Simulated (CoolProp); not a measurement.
Ethylene along the isotherm 72.05 °C: Z from the reference equation and from simpler models built on Tc = 9.2 °C, pc = 5.042 MPa, ω = 0.087; each cubic takes its own stable root.

The numbers come from the reference Helmholtz-energy equation of state, Smukala 2000 in CoolProp.

```
p (MPa)          phase  reference
-------  -------------  ---------
0.0239             gas     0.9992
0.0372             gas     0.9987
0.058              gas     0.9979
0.0903             gas     0.9968
0.141              gas     0.9950
0.219              gas     0.9922
0.341              gas     0.9878
0.531              gas     0.9810
0.826              gas     0.9704
1.29               gas     0.9534
2                  gas     0.9269
3.12               gas     0.8840
4.86               gas     0.8146
7.56     supercritical     0.7036
```

Task: How far does each simpler model (Pitzer virial, van der Waals, Redlich-Kwong, Soave-Redlich-Kwong, Peng-Robinson) lie from the reference over these 14 states: mean and median of the absolute difference, and the worst?

Result: 
- Pitzer virial: mean 0.5 %, median 0.0 %, worst +4.2 % at 72.05 °C and 7.56 MPa
- van der Waals: mean 0.6 %, median 0.0 %, worst -5.9 % at 72.05 °C and 7.56 MPa
- Redlich-Kwong: mean 0.2 %, median 0.1 %, worst -0.9 % at 72.05 °C and 7.56 MPa
- Soave-Redlich-Kwong: mean 0.2 %, median 0.0 %, worst +2.2 % at 72.05 °C and 7.56 MPa
- Peng-Robinson: mean 0.7 %, median 0.3 %, worst -2.6 % at 72.05 °C and 7.56 MPa
